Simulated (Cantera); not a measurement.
Cantera run, input and output.

```python
import numpy as np
import cantera as ct

gas = ct.Solution("gri30.yaml")
gas.TPX = 1325, 1000000, {'CH4': 1, 'H2O': 0.93, 'H2': 0.18}
reactor = ct.IdealGasConstPressureReactor(gas, energy="off", clone=False)
net = ct.ReactorNet([reactor])
net.rtol, net.atol = 1e-08, 1e-18
show = ['CH4', 'H2O', 'H2', 'CH2O', 'CO', 'O2', 'CH2']
times = np.geomspace(0.0002, 40, 15)

steps = ct.SolutionArray(gas, extra=["t"])
rows = []
print(f"{'t/s':>10s}{'T/K':>9s}{'P/Pa':>11s}" + "".join(f"{s:>11s}" for s in show))
for t in times:
    while net.time < t:
        t_next = net.step()
        steps.append(gas.state, t=t_next)
    rows.append([np.interp(t, steps.t, y) for y in (steps.T, steps.P, *steps(*show).X.T)])
    print(f"{t:10.3e}{rows[-1][0]:9.1f}{rows[-1][1]:11.4g}" + "".join(f"{x:11.3e}" for x in rows[-1][2:]))
rate = np.gradient(steps.T, steps.t)
print("integrator steps:", len(steps.t))
if steps.T.max() > steps.T[0] + 200:
    print(f"time of steepest temperature rise: {steps.t[rate.argmax()]:.4e} s")
gas.TPX = 1325, 1000000, {'CH4': 1, 'H2O': 0.93, 'H2': 0.18}
gas.equilibrate("TP")
print(f"equilibrium (TP): T = {gas.T:.1f} K  " + "  ".join(f"{s} {gas[s].X[0]:.3e}" for s in show))
```

It prints:

```
       t/s      T/K       P/Pa        CH4        H2O         H2       CH2O         CO         O2        CH2
 2.000e-04   1325.0      1e+06  4.739e-01  4.408e-01  8.531e-02  2.466e-10  2.152e-12  2.155e-18  1.209e-12
 4.783e-04   1325.0      1e+06  4.739e-01  4.408e-01  8.532e-02  1.130e-09  3.424e-11  1.148e-17  1.439e-12
 1.144e-03   1325.0      1e+06  4.739e-01  4.408e-01  8.533e-02  3.954e-09  3.247e-10  3.567e-17  1.486e-12
 2.735e-03   1325.0      1e+06  4.738e-01  4.408e-01  8.536e-02  1.389e-08  2.806e-09  9.689e-17  1.586e-12
 6.540e-03   1325.0      1e+06  4.737e-01  4.407e-01  8.544e-02  4.953e-08  2.508e-08  2.604e-16  1.800e-12
 1.564e-02   1325.0      1e+06  4.733e-01  4.407e-01  8.567e-02  1.475e-07  2.128e-07  7.225e-16  2.179e-12
 3.740e-02   1325.0      1e+06  4.724e-01  4.406e-01  8.632e-02  2.706e-07  1.311e-06  1.932e-15  2.599e-12
 8.944e-02   1325.0      1e+06  4.701e-01  4.402e-01  8.811e-02  3.091e-07  5.083e-06  3.964e-15  2.844e-12
 2.139e-01   1325.0      1e+06  4.647e-01  4.390e-01  9.262e-02  3.150e-07  1.548e-05  5.114e-15  3.308e-12
 5.115e-01   1325.0      1e+06  4.521e-01  4.362e-01  1.031e-01  3.284e-07  4.924e-05  4.744e-15  4.715e-12
 1.223e+00   1325.0      1e+06  4.271e-01  4.307e-01  1.239e-01  3.586e-07  1.821e-04  4.594e-15  7.834e-12
 2.925e+00   1325.0      1e+06  3.961e-01  4.235e-01  1.498e-01  3.932e-07  6.810e-04  5.208e-15  1.208e-11
 6.995e+00   1325.0      1e+06  3.874e-01  4.181e-01  1.600e-01  3.894e-07  1.803e-03  5.303e-15  1.278e-11
 1.673e+01   1325.0      1e+06  3.872e-01  4.092e-01  1.679e-01  3.589e-07  3.708e-03  4.943e-15  1.146e-11
 4.000e+01   1325.0      1e+06  3.851e-01  3.922e-01  1.842e-01  3.073e-07  7.650e-03  4.272e-15  9.346e-12
integrator steps: 938
equilibrium (TP): T = 1325.0 K  CH4 3.269e-02  H2O 1.250e-02  H2 7.283e-01  CH2O 7.589e-07  CO 2.244e-01  O2 5.370e-19  CH2 1.535e-13
```

Computed with Cantera and GRI-Mech 3.0 (53 species, 325 reactions).
